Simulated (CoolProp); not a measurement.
A simple Rankine cycle with chlorine: condensing at 290.15 K, boiler at 3.12 MPa, turbine inlet 362.8 K, turbine efficiency 0.6, pump efficiency 0.7, no recuperator. Each further row changes one setting.

The numbers come from the reference Helmholtz-energy equation of state, Thol 2021 in CoolProp.

```json
[
 {"case": "as stated", "thermal efficiency (%)": "9.8", "net work (kJ/kg)": "25.3", "heat in (kJ/kg)": "259", "turbine exit temperature (K)": "290.2", "volume ratio over the turbine": "4.59"},
 {"case": "turbine inlet 382.8 K", "thermal efficiency (%)": "10.0", "net work (kJ/kg)": "27.5", "heat in (kJ/kg)": "276", "turbine exit temperature (K)": "290.2", "volume ratio over the turbine": "4.27"},
 {"case": "condensing temperature 282.15 K", "thermal efficiency (%)": "10.8", "net work (kJ/kg)": "28.9", "heat in (kJ/kg)": "267", "turbine exit temperature (K)": "282.2", "volume ratio over the turbine": "5.71"},
 {"case": "boiler pressure 2.18 MPa", "thermal efficiency (%)": "8.1", "net work (kJ/kg)": "22.2", "heat in (kJ/kg)": "275", "turbine exit temperature (K)": "290.2", "volume ratio over the turbine": "3.04"},
 {"case": "turbine efficiency 0.5", "thermal efficiency (%)": "8.0", "net work (kJ/kg)": "20.7", "heat in (kJ/kg)": "259", "turbine exit temperature (K)": "290.2", "volume ratio over the turbine": "4.68"}
]
```

The expansion ends wet for: as stated; turbine inlet 382.8 K; condensing temperature 282.15 K; boiler pressure 2.18 MPa; turbine efficiency 0.5.
